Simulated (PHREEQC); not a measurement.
A solution holds 0.22 mol/kgw KH2PO4, 0.22 mol/kgw K2HPO4 and 8.4e-05 mol/kgw H3AsO4, at 20 °C. Closed to the air; pH follows from the charge balance.

Equilibrium calculation in PHREEQC: ion-association model, wateq4f.dat.

Each row changes one thing in this solution. This is a speciation only: nothing precipitates in the calculation.

| case | pH | ionic strength (mol/kgw) | K+ (mol/kgw) | H2PO4- (mol/kgw) | HPO4-2 (mol/kgw) | KHPO4- (mol/kgw) |
|---|---|---|---|---|---|---|
| as made | 6.58 | 0.805 | 0.623 | 0.220 | 0.182 | 0.0375 |
| temperature from 20 to 65 °C | [?] | 0.813 | 0.626 | 0.220 | 0.186 | 0.0335 |
| temperature from 20 to 85 °C | [?] | 0.817 | 0.629 | 0.220 | 0.189 | 0.0313 |
| diluted 5-fold with water | [?] | 0.170 | 0.129 | 0.0440 | 0.0408 | 0.00313 |
| H3AsO4 replaced by Na2HAsO4 at the same molality | 6.58 | 0.805 | 0.623 | 0.220 | 0.182 | 0.0375 |

Q: Fill in the missing entries.

A: 
- temperature from 20 to 65 °C, pH: 6.45
- temperature from 20 to 85 °C, pH: 6.39
- diluted 5-fold with water, pH: 6.81

The ionic strength passes 0.7 mol/kgw, the rough limit of the ion-association models, in as made; temperature from 20 to 65 °C; temperature from 20 to 85 °C; H3AsO4 replaced by Na2HAsO4 at the same molality. Species that the database lacks are ignored. H3PO4, which wateq4f.dat lacks, is added to it with the constant of phreeqc.dat. Constants without temperature data keep their 25 °C values here.
